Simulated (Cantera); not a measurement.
# Thermodynamics of oxide etching and cleaning by halides, feed CaO + F2 + O2

A closed system holds: 1 mol CaO, 1.5 mol F2, 0.25 mol O2, equilibrated at 7.60e-5 bar.

Cantera equilibrium calculation (NASA polynomials, part measured and part estimated; ideal gas, pure solids and liquids). Candidate condensed phases: Ca, CaF2, CaO; 13 gas species. Equilibrium is a limit: real reactors are often held back by kinetics, nucleation or transport.

From 1275 K to 1625 K the condensed part is CaF2(s). At 1675 K nothing is condensed. The main Ca-bearing gas is CaF2 throughout. The share of Ca in condensed phases is highest at 1275 K (100.0 %) and lowest at 1675 K (0.0 %).

```csv
T (K),x F,x O2,x CaF2,x O,x F2,x FO,x FO2,n CaF2(s)
1275,0.571,0.429,8.96e-5,8.39e-6,3.52e-5,6.64e-7,2.46e-8,1.000
1325,0.571,0.428,0.000390,2.07e-5,1.95e-5,7.29e-7,1.92e-8,0.999
1375,0.571,0.428,0.00151,4.78e-5,1.12e-5,7.94e-7,1.52e-8,0.997
1425,0.568,0.426,0.00530,0.000104,6.68e-6,8.55e-7,1.22e-8,0.991
1475,0.562,0.421,0.0167,0.000214,4.05e-6,9.05e-7,9.79e-9,0.970
1525,0.544,0.408,0.0484,0.000415,2.43e-6,9.24e-7,7.61e-9,0.911
1575,0.497,0.372,0.130,0.000749,1.33e-6,8.61e-7,5.34e-9,0.739
1625,0.385,0.288,0.326,0.00120,5.40e-7,6.24e-7,2.72e-9,0.154
1675,0.363,0.271,0.363,0.00204,3.32e-7,6.05e-7,2.07e-9,0
```
x: gas mole fraction; n: condensed amount in mol.
